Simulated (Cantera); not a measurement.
A perfectly stirred reactor is fed with CH4 : N2 = 1 : 170 (molar parts), at 140000 Pa; it is held at 1648 K, and followed from long to short residence time.

Detailed kinetics in Cantera: GRI-Mech 3.0 (53 species, 325 reactions). GRI-Mech 3.0 stops at C3 and has no aromatics, soot or wall deposition, so with more carbon than oxygen in the feed, carbon stays in small species such as C2H2 where larger ones or solid carbon would form.

Q: Predict: x(CH4) at τ = 0.780 s; x(C2H) at τ = 0.780 s; x(C2H2) at τ = 0.780 s; x(H) at τ = 0.780 s; x(H2) at τ = 0.780 s; x(CH4) at τ = 53.0 ms; x(C2H) at τ = 53.0 ms; x(C2H2) at τ = 53.0 ms; x(H) at τ = 53.0 ms; x(H2) at τ = 53.0 ms.

A: 
* **x(CH4) at τ = 0.780 s**: 0.00114
* **x(C2H) at τ = 0.780 s**: 8.48e-9
* **x(C2H2) at τ = 0.780 s**: 0.00232
* **x(H) at τ = 0.780 s**: 5.92e-6
* **x(H2) at τ = 0.780 s**: 0.00699
* **x(CH4) at τ = 53.0 ms**: 0.00313
* **x(C2H) at τ = 53.0 ms**: 5.31e-9
* **x(C2H2) at τ = 53.0 ms**: 0.00124
* **x(H) at τ = 53.0 ms**: 3.88e-6
* **x(H2) at τ = 53.0 ms**: 0.00390
